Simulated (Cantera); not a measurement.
An adiabatic, constant-volume homogeneous reactor starts with 36.8 % H2, 10.2 % O2, 38.3 % N2, 14.7 % H2O, equivalence ratio 1.8, at 1173 K and 0.760 bar.

Computed with Cantera and the H2/O2 subset of GRI-Mech 3.0, which has no nitrogen chemistry.

Problem. Predict: time of steepest temperature rise; temperature at 0.200 s; equilibrium temperature; x(H2) at 0.200 s; x(O2) at 0.200 s; x(H2O) at 0.200 s; x(H) at 0.200 s; x(H2O2) at 0.200 s; x(OH) at 0.200 s.

Solution. 
```json
{
 "time_of_steepest_temperature_rise": "99.3 µs",
 "temperature at 0.200 s": "2664 K",
 "equilibrium_temperature": "2664 K",
 "x(H2) at 0.200 s": "0.177 (gas-phase equilibrium 0.177)",
 "x(O2) at 0.200 s": "0.000456 (gas-phase equilibrium 0.000456)",
 "x(H2O) at 0.200 s": "0.376 (gas-phase equilibrium 0.376)",
 "x(H) at 0.200 s": "0.0167 (gas-phase equilibrium 0.0167)",
 "x(H2O2) at 0.200 s": "9.88e-8 (gas-phase equilibrium 9.88e-8)",
 "x(OH) at 0.200 s": "0.00876 (gas-phase equilibrium 0.00876)"
}
```
